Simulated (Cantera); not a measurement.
An adiabatic, constant-volume homogeneous reactor starts with CH4 : CO : O2 : N2 = 1 : 0.28 : 2.89 : 10.9 (molar parts), at 1123 K and 0.410 bar. Integrator tolerance rtol = 1e-08.

Detailed kinetics in Cantera: GRI-Mech 3.0 (53 species, 325 reactions).

Q: What does this change do: pressure from 0.410 bar to 1.01 bar?

A: 
```csv
quantity,before,after
time of steepest temperature rise,0.288 s,0.138 s
temperature at 4.00 s,2607 K,2659 K
equilibrium temperature,2607 K,2659 K
x(CH4) at 4.00 s,<1e-12 (gas-phase equilibrium <1e-12),<1e-12 (gas-phase equilibrium <1e-12)
x(CO) at 4.00 s,0.0191 (gas-phase equilibrium 0.0191),0.0163 (gas-phase equilibrium 0.0163)
x(O2) at 4.00 s,0.0492 (gas-phase equilibrium 0.0492),0.0478 (gas-phase equilibrium 0.0478)
x(H) at 4.00 s,0.00295 (gas-phase equilibrium 0.00295),0.00207 (gas-phase equilibrium 0.00207)
x(C2H) at 4.00 s,<1e-12 (gas-phase equilibrium <1e-12),<1e-12 (gas-phase equilibrium <1e-12)
x(C2H6) at 4.00 s,<1e-12 (gas-phase equilibrium <1e-12),<1e-12 (gas-phase equilibrium <1e-12)
x(CH2CO) at 4.00 s,<1e-12 (gas-phase equilibrium <1e-12),<1e-12 (gas-phase equilibrium <1e-12)
```

Q: What does this change do: pressure from 0.410 bar to 1.00 bar?

A: 
```tsv
quantity	before	after
time of steepest temperature rise	0.288 s	0.140 s
temperature at 4.00 s	2607 K	2659 K
equilibrium temperature	2607 K	2659 K
x(CH4) at 4.00 s	<1e-12 (gas-phase equilibrium <1e-12)	<1e-12 (gas-phase equilibrium <1e-12)
x(CO) at 4.00 s	0.0191 (gas-phase equilibrium 0.0191)	0.0164 (gas-phase equilibrium 0.0164)
x(O2) at 4.00 s	0.0492 (gas-phase equilibrium 0.0492)	0.0478 (gas-phase equilibrium 0.0478)
x(H) at 4.00 s	0.00295 (gas-phase equilibrium 0.00295)	0.00209 (gas-phase equilibrium 0.00209)
x(C2H) at 4.00 s	<1e-12 (gas-phase equilibrium <1e-12)	<1e-12 (gas-phase equilibrium <1e-12)
x(C2H6) at 4.00 s	<1e-12 (gas-phase equilibrium <1e-12)	<1e-12 (gas-phase equilibrium <1e-12)
x(CH2CO) at 4.00 s	<1e-12 (gas-phase equilibrium <1e-12)	<1e-12 (gas-phase equilibrium <1e-12)
```
